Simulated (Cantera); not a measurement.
## Thermodynamics of silicon oxide and oxynitride deposition, feed HMDSO + CO₂ + N₂O

Input: 1 mol HMDSO, 6.2 mol CO₂, 1.9 mol N₂O, at 1475 K and 0.000340 bar.

Method: chemical equilibrium by Gibbs-energy minimisation in Cantera with the NASA 1993 tables (ideal gas, pure condensed phases). Candidate condensed phases: C, C₆H₆, C₇H₈, C₈H₁₈, H₂O, Si, SiC, SiO₂, Si₂N₂O, Si₃N₄; 151 gas species. The feed counts by its element totals alone. The tables hold silica as quartz up to 1696 K and as liquid above; real silica turns to tridymite and cristobalite and melts near 1996 K. The numbers say what is thermodynamically allowed, not how fast it happens.

```yaml
x(CO): 0.508
x(H₂): 0.375
x(N₂): 0.0791
x(SiO): 0.0375
x(H): 0.000431
x(H₂O): 2.41e-5
x(CO₂): 1.32e-5
n(SiO₂(β-quartz)): 1.10 mol
gas_amount: 24.01 mol
log10 activity of C(graphite) (absent): -2.26
log10 activity of Si(s) (absent): -2.81
```
